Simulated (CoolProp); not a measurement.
Properties of acetone along the isotherm 545.5 K (Tc = 508.1 K, pc = 4.692 MPa, ω = 0.307).

Computed with CoolProp (reference Helmholtz-energy equation of state, Lemmon 2006). It is a short technical equation, of lower accuracy than the large ones.

| p (MPa) | phase | density (kg/m³) | cp (kJ/(kg K)) | speed of sound (m/s) | expansivity (1/kK) | fugacity coefficient |
|---|---|---|---|---|---|---|
| 0.88 | gas | 11.97 | 2.063 | 276.0 | 2.258 | 0.9434 |
| 1.76 | gas | 25.63 | 2.172 | 261.3 | 2.826 | 0.8888 |
| 2.64 | gas | 41.52 | 2.318 | 245.9 | 3.620 | 0.8361 |
| 3.52 | gas | 60.54 | 2.528 | 229.8 | 4.788 | 0.7852 |
| 4.4 | gas | 84.24 | 2.850 | 212.8 | 6.637 | 0.7357 |
| 5.28 | supercritical | 115.6 | 3.401 | 194.9 | 9.896 | 0.6876 |
| 6.16 | supercritical | 161.6 | 4.484 | 176.3 | 16.53 | 0.6404 |
| 7.04 | supercritical | 236.5 | 6.232 | 163.6 | 27.45 | 0.5939 |
